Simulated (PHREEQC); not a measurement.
Solution (20 °C): 0.12 mol HNO3, 0.093 mol FeCl3 and 0.0095 mol CuCl2 per kg of water. Closed to the air; pH follows from the charge balance.

Model: ion-association model, phreeqc.dat, run in PHREEQC.

Precipitation was switched off in this run.

Question: Order these Cu species by the share of Cu that they hold, largest first: CuCl2, CuCl+, Cu+2.

Answer: Cu+2 (89 %), CuCl+ (11 %), CuCl2 (0.46 %)

Question: Order these Fe species by the share of Fe that they hold, largest first: FeCl2+, Fe+3, Fe2(OH)2+4, FeOH+2, FeCl+2.

Answer: FeCl+2 (53 %), Fe+3 (34 %), FeCl2+ (13 %), FeOH+2 (0.72 %), Fe2(OH)2+4 (0.21 %)

The pH is 1.03 and the ionic strength 0.496 mol/kgw. The solution is supersaturated, for example in Hematite (slow to form), Goethite (slow to form), so a real one may precipitate; this is no full list.
